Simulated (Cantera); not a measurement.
Feed: 1 mol C2H2, 0.013 mol NH3, 6.9 mol N2, held at 2.30 mbar.

These are equilibrium values from Cantera (NASA tables, ideal gas, pure condensed phases), not measurements of a reactor. Candidate condensed phases: C, C6H6, C7H8, C8H18; 92 gas species. Kinetics and transport are ignored.

Problem. What share of the C ends up in condensed phases as a function of T (K), at 975, 1175, 1375, 1575, 1775, 1975, 2175?

Solution. 
```csv
T (K),C condensed (%),as
975,100.0,C(graphite)
1175,100.0,C(graphite)
1375,99.9,C(graphite)
1575,99.8,C(graphite)
1775,99.2,C(graphite)
1975,98.1,C(graphite)
2175,96.2,C(graphite)
```
